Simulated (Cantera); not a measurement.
A Cantera script and what it prints.

```python
import numpy as np
import cantera as ct

gas_names = """
    AL ALCL ALCL2 ALCL3 ALN AL2 AL2CL6 CL CL2 N N2
""".split()
cond_names = """
    AL(cr) AL(L) ALCL3(s) ALCL3(L) ALN(s)
""".split()


# ... load() reads the species with a 1 bar reference pressure and builds the phases ...
atoms = {
    'AlN': {'AL': 1, 'N': 1},
    'Cl2': {'CL': 2},
    'N2': {'N': 2},
}
top_T = {'ALN(s)': 2750}  # K; cautious upper limits of use, not melting points


# ... equilibrate(T, P, feed) seeds the gas with the atoms and calls Mixture.equilibrate('TP', solver="vcs", rtol=1e-11, max_steps=5000) ...
results = []
feed = {'AlN': 1, 'Cl2': 26, 'N2': 12}  # mol
P = 56000  # Pa
for T in [773, 973, 1173, 1373, 1573, 1773, 1973, 2173]:
    mix = equilibrate(T, P, feed)
    results.append((T, P, feed, dict(zip(mix.species_names, mix.species_moles))))
    x = sorted(zip(gas.X, gas.species_names), reverse=True)
    print(f"T = {T:g} K  P = {P:g} Pa  gas = {mix.phase_moles(0):.4g} mol")
    print("   x: " + "  ".join(f"{s} {v:.3e}" for v, s in x if v > 0.0001))
    print("   condensed (mol): " + ("  ".join(f"{mix.phase(i).name} {mix.phase_moles(i):.4g}"
          for i in range(1, mix.n_phases) if mix.phase_moles(i) > 1e-12) or "none"))
```

It prints:

```
T = 773 K  P = 56000 Pa  gas = 37.93 mol
   x: CL2 6.459e-01  N2 3.295e-01  ALCL3 2.275e-02  AL2CL6 1.805e-03
   condensed (mol): none
T = 973 K  P = 56000 Pa  gas = 38 mol
   x: CL2 6.445e-01  N2 3.289e-01  ALCL3 2.620e-02  CL 2.752e-04
   condensed (mol): none
T = 1173 K  P = 56000 Pa  gas = 38.07 mol
   x: CL2 6.416e-01  N2 3.283e-01  ALCL3 2.626e-02  CL 3.792e-03
   condensed (mol): none
T = 1373 K  P = 56000 Pa  gas = 38.47 mol
   x: CL2 6.248e-01  N2 3.250e-01  ALCL3 2.599e-02  CL 2.428e-02
   condensed (mol): none
T = 1573 K  P = 56000 Pa  gas = 39.87 mol
   x: CL2 5.674e-01  N2 3.135e-01  CL 9.399e-02  ALCL3 2.508e-02
   condensed (mol): none
T = 1773 K  P = 56000 Pa  gas = 43.35 mol
   x: CL2 4.419e-01  N2 2.884e-01  CL 2.467e-01  ALCL3 2.307e-02
   condensed (mol): none
T = 1973 K  P = 56000 Pa  gas = 49.32 mol
   x: CL 4.591e-01  CL2 2.672e-01  N2 2.534e-01  ALCL3 2.027e-02
   condensed (mol): none
T = 2173 K  P = 56000 Pa  gas = 55.68 mol
   x: CL 6.350e-01  N2 2.245e-01  CL2 1.226e-01  ALCL3 1.790e-02
   condensed (mol): none
```

Cantera equilibrium calculation (NASA polynomials, part measured and part estimated; ideal gas, pure solids and liquids). The tables' values for AlCl2 are old estimates; treat these amounts as uncertain.
